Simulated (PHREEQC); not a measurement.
Solution (85 °C): 0.22 mol/kgw KOH and 0.0011 mol/kgw CO2. Closed to the air; pH follows from the charge balance.

Equilibrium calculation in PHREEQC: ion-association model, wateq4f.dat.

This is a speciation only: nothing precipitates in the calculation.

Predict the pH.

pH 11.69.

In which forms is C present?

CO3-2 99 %, HCO3- 1.0 % of the C.

At this temperature some constants are extrapolated from 25 °C, and those without enthalpy data are left unchanged.
